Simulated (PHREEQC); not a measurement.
A made-up water analysis in mg/L, 39 °C, pH 2.35, pe 9.4: Na 1390; K 116; Ca 151; Mg 123; Cl 614; S(6) as SO4 3430; Si as SiO2 28.5.

Cl is adjusted to close the charge balance.
Valence states are taken as typed.

Equilibrium calculation in PHREEQC: ion-association model, phreeqc.dat.

Each row changes one thing in this solution. This is a speciation only: nothing precipitates in the calculation.

| case | ionic strength (mol/kgw) | Na+ (mol/kgw) | SO4-2 (mol/kgw) | HSO4- (mol/kgw) | K+ (mol/kgw) | MgSO4 (mol/kgw) | SI of Chalcedony (SiO2) | SI of Gypsum (CaSO4:2H2O) |
|---|---|---|---|---|---|---|---|---|
| as made | 0.104 | 0.0582 | 0.0227 | 0.00633 | 0.00279 | 0.00260 | +0.09 | -0.55 |
| Ca from 151 to 75.5 mg/L | 0.100 | 0.0582 | 0.0232 | (withheld) | 0.00278 | (withheld) | +0.09 | (withheld) |
| all concentrations times 2 at the same typed pH | 0.196 | 0.114 | 0.0442 | (withheld) | 0.00542 | 0.00588 | +0.40 | -0.18 |

Task: Complete the blanks.

Result: 
- Ca from 151 to 75.5 mg/L, HSO4- (mol/kgw): 0.00651
- Ca from 151 to 75.5 mg/L, MgSO4 (mol/kgw): 0.00265
- Ca from 151 to 75.5 mg/L, SI of Gypsum (CaSO4:2H2O): -0.84
- all concentrations times 2 at the same typed pH, HSO4- (mol/kgw): 0.0103

Some of these states are supersaturated (in Quartz (slow to form), Chalcedony (slow to form), for instance). Away from 25 °C the constants follow the database's enthalpies or fits; those with neither stay at their 25 °C values.
